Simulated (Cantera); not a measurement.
**Ignition delay**

Mixture: CH₄ : C₂H₆ : O₂ : N₂ = 1 : 0.11 : 3.41 : 12.8 (molar parts), equivalence ratio 0.70, at 32.6 atm, adiabatic and at constant volume. Ignition delay is the time to a rise of 400 K.

Detailed kinetics in Cantera: GRI-Mech 3.0 (53 species, 325 reactions). The pressure lies above the range GRI-Mech 3.0 was tuned for (to about 10 atm).

```json
[
 {"T0 (K)": "1175", "delay (ms)": "0.595"},
 {"T0 (K)": "1250", "delay (ms)": "0.229"},
 {"T0 (K)": "1325", "delay (ms)": "0.0994"},
 {"T0 (K)": "1400", "delay (ms)": "0.0475"},
 {"T0 (K)": "1475", "delay (ms)": "0.0244"},
 {"T0 (K)": "1550", "delay (ms)": "0.0133"}
]
```

| Quantity | Value |
|---|---|
| apparent activation energy between 1400 and 1550 K | 150 kJ/mol |
